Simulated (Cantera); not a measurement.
# Ignition delay

Mixture: 18.4 % CO, 18.4 % H2, 1.20 % CH4, 13.0 % O2, 49.0 % N2, equivalence ratio 1.6, at 1.60 bar, adiabatic and at constant volume. Ignition delay is the time to a rise of 400 K.

Model: GRI-Mech 3.0 (53 species, 325 reactions), integrated in Cantera. Below about 1000 K GRI-Mech 3.0 lacks low-temperature oxidation paths. Below about 950 K walls govern HO2 and H2O2 in real vessels.

```tsv
T0 (K)	delay (ms)
850	333
925	16.5
1000	0.764
1075	0.146
1150	0.0651
1225	0.0383
1300	0.0255
1375	0.0183
1450	0.0138
1525	0.0109
```

```json
{
 "apparent activation energy between 1375 and 1525 K": "61 kJ/mol"
}
```
